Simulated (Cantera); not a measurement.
Input: 1 mol c-C4F8, 1.6 mol HCl, 0.31 mol Si, equilibrated at 10000 Pa.

These are equilibrium values from Cantera (NASA tables, ideal gas, pure condensed phases), not measurements of a reactor. Candidate condensed phases: C, C6H6, C7H8, C8H18, Si, SiC; 143 gas species. The feed counts by its element totals alone. Gases not in the tables: C2F6 and larger saturated fluorocarbons. Equilibrium is a limit: real reactors are often held back by kinetics, nucleation or transport. All values below are at 1052 °C.

Base state: CF4 0.353, HF 0.283, HCl 0.128, Cl2 0.125, SiF4 0.0796, Cl 0.0173, CClF3 0.0136, CCl2F2 0.000492 (mole fractions); condensed: C(graphite).

What changes in the equilibrium state with this change: Si from 0.31 to 0.012 mol?


| species | before | after |
|---|---|---|
| CF4 | 0.353 | 0.426 |
| HF | 0.283 | 0.286 |
| Cl2 | 0.125 | 0.126 |
| SiF4 | 0.0796 | 0.00308 |
| HCl | 0.128 | 0.124 |
| CClF3 | 0.0136 | 0.0158 |
| Cl | 0.0173 | 0.0173 |
| CCl2F2 | 0.000492 | 0.000544 |
| CCl3F | 1.44e-5 | 1.53e-5 |
| C(graphite), mol | 2.57 | 2.27 |
